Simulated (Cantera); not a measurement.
A closed system holds: 1 mol NaOH, 0.22 mol C, 0.55 mol CO₂, held at 1077 °C and 65.0 mbar.

These are equilibrium values from Cantera (NASA tables, ideal gas, pure condensed phases), not measurements of a reactor. Candidate condensed phases: C, C₆H₆, C₇H₈, C₈H₁₈, H₂O, Na, NaOH, NaO₂, Na₂CO₃, Na₂O, Na₂O₂; 117 gas species. Rates play no part.

What is the equilibrium state?


| Property | Value |
|---|---|
| x(H₂O) | 0.309 |
| x(H₂) | 0.249 |
| x(CO) | 0.216 |
| x(CO₂) | 0.136 |
| x(Na) | 0.0696 |
| x(NaOH) | 0.0202 |
| x(NaH) | 4.03e-5 |
| x(Na₂(OH)₂) | 2.83e-5 |
| x(Na₂) | 1.42e-5 |
| n(Na₂CO₃(l)) | 0.460 mol |
| gas amount | 0.8796 mol |
| log10 activity of NaOH(l) (absent) | -1.08 |
| log10 activity of Na(l) (absent) | -2.93 |
| log10 activity of C(graphite) (absent) | -4.19 |
